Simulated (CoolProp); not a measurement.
Vapour-liquid equilibrium of dimethyl ether (1) + R236FA (2) at 1.44 MPa; x and y are mole fractions of (1).

Model: multi-fluid Helmholtz-energy mixture model, Wu 2011 and Pan 2012; pair parameters Bell 2016, in CoolProp.

Give the bubble temperature and the first vapour's composition at x = 0.15, 0.45, 0.85. Is there an azeotrope?

x = 0.15: 359.0 K, y = 0.161; x = 0.45: 354.4 K, y = 0.527; x = 0.85: 339.2 K, y = 0.928. No azeotrope shows between x = 0.05 and 0.95.

Pair parameters are fitted to limited data, so mixtures are less certain than the pure fluids.
